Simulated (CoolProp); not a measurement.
Computed with CoolProp (reference Helmholtz-energy equation of state, Thol 2016).

Problem. Give the vapour pressure (bar), liquid cp (kJ/(kg K)), vapour Z, surface tension (mN/m) of saturated hexamethyldisiloxane (MM) at 402.7, 424.9, 447.1 K.

Solution. 
```csv
T (K),p (bar),liquid cp (kJ/(kg K)),vapour Z,surface tension (mN/m)
402.7,2.19,2.21,0.891,6.81
424.9,3.64,2.29,0.843,5.20
447.1,5.72,2.39,0.783,3.69
```

Surface tension comes from a separate correlation (Mulero 2014), older than this fluid's equation and unchecked against measurements.
